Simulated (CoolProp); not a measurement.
Saturated liquid density (kg/m³) of n-decane: the reference equation beside estimates from Tc = 344.5 °C, pc = 2.101 MPa, ω = 0.488.

Model: reference Helmholtz-energy equation of state, Lemmon 2006, in CoolProp. It is a short technical equation, of lower accuracy than the large ones.

| T (°C) | reference | Soave-Redlich-Kwong | Peng-Robinson |
|---|---|---|---|
| 115.25 | 654.9 | 550.2 | 620.5 |
| 125.15 | 646.7 | 543.8 | 613.7 |
| 134.95 | 638.4 | (withheld) | 606.6 |
| 144.75 | 630.0 | (withheld) | (withheld) |
| 154.65 | 621.4 | (withheld) | (withheld) |
| 164.45 | 612.7 | 515.5 | 583.0 |
| 174.35 | (withheld) | (withheld) | 574.2 |
| 184.15 | 594.5 | 499.1 | 565.0 |
| 193.95 | 585.1 | 490.3 | (withheld) |

Q: Complete the blanks.

A: 
- 134.95, Soave-Redlich-Kwong: 537.2
- 144.75, Soave-Redlich-Kwong: 530.3
- 144.75, Peng-Robinson: 599.1
- 154.65, Soave-Redlich-Kwong: 523.1
- 154.65, Peng-Robinson: 591.2
- 174.35, reference: 603.7
- 174.35, Soave-Redlich-Kwong: 507.4
- 193.95, Peng-Robinson: 555.4

Absolute difference from the reference over all 9 rows, mean and median: Soave-Redlich-Kwong 15.9 and 15.9 %, Peng-Robinson 5.0 and 5.0 %.
